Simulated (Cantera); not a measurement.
**Hydrogen reduction and annealing atmospheres: PbO + H₂ + N₂**

A closed system holds: 1 mol PbO, 1200 mol H₂, 6.7 mol N₂.

Method: chemical equilibrium by Gibbs-energy minimisation in Cantera with the NASA 1993 tables (ideal gas, pure condensed phases). Candidate condensed phases: H₂O, Pb, PbO, PbO₂, Pb₃O₄; 27 gas species. The numbers say what is thermodynamically allowed, not how fast it happens.

Stable condensed phases:

```
T in °C \ P in Pa
              10      32     100     320    1000    3200   10000   32000  100000  320000 1000000
   1950        A       A       A       A       A       A       A       A       A       A       A
   1800        A       A       A       A       A       A       A       A       A       A       A
   1650        A       A       A       A       A       A       A       A       A       A       A
   1500        A       A       A       A       A       A       A       A       A       A       A
   1350        A       A       A       A       A       A       A       A       A       A       A
   1200        A       A       A       A       A       A       A       A       A       A       A
   1050        A       A       A       A       A       A       A       A       A       A       B
    900        A       A       A       A       A       A       A       A       B       B       B
    750        A       A       A       A       A       A       B       B       B       B       B
    600        A       A       B       B       B       B       B       B       B       B       B
    450        B       B       B       B       B       B       B       B       B       B       B
```

A: gas only; B: Pb.
